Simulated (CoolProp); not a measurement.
Aqueous methanol as a coolant, at 14 °C, 1 atm.

Computed with CoolProp (Melinder's fits for secondary coolants).

```csv
mass %,freezing point (°C),viscosity (mPa s),density (kg/m³),Prandtl number,conductivity (W/(m K))
5,-3.0,1.36,990.5,10.3,0.558
11.3,-7.5,1.61,980.9,12.9,0.523
17.5,-12.8,1.85,972.3,15.6,0.490
23.8,-18.9,2.04,963.4,18.1,0.458
30.1,-25.8,2.17,954.1,20.1,0.427
36.3,-33.6,2.22,944.3,21.5,0.399
42.6,-42.5,2.20,933.5,22.1,0.372
48.9,-52.6,2.12,921.8,21.9,0.348
55.1,-63.6,2.00,909.4,21.1,0.325
```
